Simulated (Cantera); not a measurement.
Feed: 1 mol B₂H₆, a varied amount of O₂, equilibrated at 2250 K and 63000 Pa.

These are equilibrium values from Cantera (NASA tables, ideal gas, pure condensed phases), not measurements of a reactor. Candidate condensed phases: B, B₂O₃, B₃O₃H₃, H₂O; 23 gas species. The feed counts by its element totals alone. Gases not in the tables: B₂H₆ and higher boranes. Kinetics and transport are ignored.

Q: Which condensed phases are stable at each of these points (n(O₂) (mol)): 0.24, 0.35, 0.51, 0.73, 1.1, 1.5, 2.2, 3.2, 4.7, 6.8?

A: 
```
n(O₂) (mol)  condensed phases  B condensed (%)
-----------  ----------------  ---------------
0.24                     B(s)             76.0
0.35                     B(s)             65.3
0.51                     B(s)             49.8
0.73                     B(s)             28.8
1.1                  gas only              0.0
1.5                  gas only              0.0
2.2                  gas only              0.0
3.2                  gas only              0.0
4.7                  gas only              0.0
6.8                  gas only              0.0
```

From 0.24 mol O₂ to 0.73 mol O₂ the condensed part is B(s). From 1.1 mol O₂ to 6.8 mol O₂ nothing is condensed.
